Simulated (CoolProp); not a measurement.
Propyne along the isotherm 139.35 °C: density (kg/m³) from the reference equation and from simpler models built on Tc = 129.6 °C, pc = 5.658 MPa, ω = 0.204; each cubic takes its own stable root.

The numbers come from the reference Helmholtz-energy equation of state, Polt 1992 in CoolProp. This equation is an older, rougher fit; its heat capacities, sound speeds and derivatives of the liquid may be far off and weren't checked against measurements.

| p (MPa) | phase | reference |
|---|---|---|
| 1.18 | gas | 14.82 |
| 2.36 | gas | 32.31 |
| 3.54 | gas | 54.02 |
| 4.71 | gas | 83.45 |
| 5.89 | supercritical | 137.1 |
| 7.07 | supercritical | 312.8 |
| 8.25 | supercritical | 367.8 |
| 9.43 | supercritical | 392.8 |
| 10.6 | supercritical | 409.3 |
| 11.8 | supercritical | 422.3 |
| 13 | supercritical | 432.8 |
| 14.1 | supercritical | 441.1 |

**Question.** How far does each simpler model (ideal gas, van der Waals, Redlich-Kwong, Peng-Robinson) lie from the reference over these 12 states: mean and median of the absolute difference, and the worst?

**Answer.** 
- ideal gas: mean 51.1 %, median 63.8 %, worst -73.8 % at 139.35 °C and 8.25 MPa
- van der Waals: mean 16.1 %, median 23.7 %, worst -26.9 % at 139.35 °C and 11.8 MPa
- Redlich-Kwong: mean 7.6 %, median 11.2 %, worst -14.8 % at 139.35 °C and 8.25 MPa
- Peng-Robinson: mean 4.1 %, median 2.9 %, worst -10.6 % at 139.35 °C and 7.07 MPa
